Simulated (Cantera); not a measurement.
A Cantera script and what it prints.

```python
import numpy as np
import cantera as ct

gas_names = """
    O ZrO2 N2
""".split()
cond_names = """
    ZrN(s) ZrN(L)
""".split()


# ... load() reads the species with a 1 bar reference pressure and builds the phases ...
species = {s.name: s for s in load("nasa_gas.yaml", gas_names) + load("nasa_condensed.yaml", cond_names)}
# Each term lists the table entries of one substance; the one whose range holds T is used.
reactions = {
    '2 ZrN + 4 O(g) = 2 ZrO2(g) + N2(g)':
        [(-2, ['ZrN(s)', 'ZrN(L)']), (-4, ['O']), (2, ['ZrO2']), (1, ['N2'])],
}


def pick(names, T):
    return next(species[n] for n in names if species[n].thermo.min_temp <= T <= species[n].thermo.max_temp)


results = []
for label, terms in reactions.items():
    print(label)
    print("     T/K   dH/kJ  dS/(J/K)   dG/kJ   log10 K")
    for T in [300, 1723, 1823, 1923, 2023, 2123, 2223, 2323, 2423, 2523, 2623, 2723]:
        used = [(nu, pick(names, T)) for nu, names in terms]
        dH = sum(nu * s.thermo.h(T) for nu, s in used) / 1e6
        dS = sum(nu * s.thermo.s(T) for nu, s in used) / 1e3
        dG = dH - T * dS / 1e3
        logK = -dG * 1e6 / (ct.gas_constant * T * np.log(10))
        results.append((label, T, dH, dS, dG, logK, [s.name for _, s in used]))
        print(f"{T:8g} {dH:8.1f} {dS:8.1f} {dG:8.1f} {logK:8.2f}")
```

Output:

```
2 ZrN + 4 O(g) = 2 ZrO2(g) + N2(g)
     T/K   dH/kJ  dS/(J/K)   dG/kJ   log10 K
     300   -838.7     16.7   -843.7   146.90
    1723   -903.8    -63.2   -794.9    24.10
    1823   -908.8    -66.0   -788.4    22.59
    1923   -913.9    -68.8   -781.7    21.23
    2023   -919.1    -71.4   -774.7    20.00
    2123   -924.5    -74.0   -767.4    18.88
    2223   -929.9    -76.5   -759.9    17.86
    2323   -935.5    -78.9   -752.1    16.91
    2423   -941.2    -81.4   -744.1    16.04
    2523   -947.1    -83.7   -735.8    15.23
    2623   -953.0    -86.0   -727.4    14.48
    2723   -959.1    -88.3   -718.6    13.79
```

Standard-state values (1 bar) from the NASA 1993 polynomials, evaluated with Cantera. ZrN: taken at fixed stoichiometry. Condensed species are held in their standard states even where they would react or evaporate.
